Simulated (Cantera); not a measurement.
Mixture: CO : H₂ : CH₄ : O₂ : N₂ : H₂O = 1 : 0.046 : 0.031 : 0.713 : 2.64 : 0.76 (molar parts), equivalence ratio 0.82, at 750 Torr, adiabatic and at constant volume. Ignition delay is the time to a rise of 400 K.

Model: GRI-Mech 3.0 (53 species, 325 reactions), integrated in Cantera. Where the delays flatten at high temperature, the 400 K rule measures the pace of heat release, not the induction time.

**Question.** What does this change do: constant pressure in place of constant volume?

**Answer.** 
```json
[
 {"quantity": "delay at 1298 K", "before": "0.148 ms", "after": "0.163 ms"},
 {"quantity": "delay at 1398 K", "before": "96.3 µs", "after": "0.108 ms"},
 {"quantity": "delay at 1498 K", "before": "71.3 µs", "after": "82.5 µs"},
 {"quantity": "delay at 1598 K", "before": "57.2 µs", "after": "68.7 µs"},
 {"quantity": "delay at 1698 K", "before": "48.9 µs", "after": "61.6 µs"}
]
```
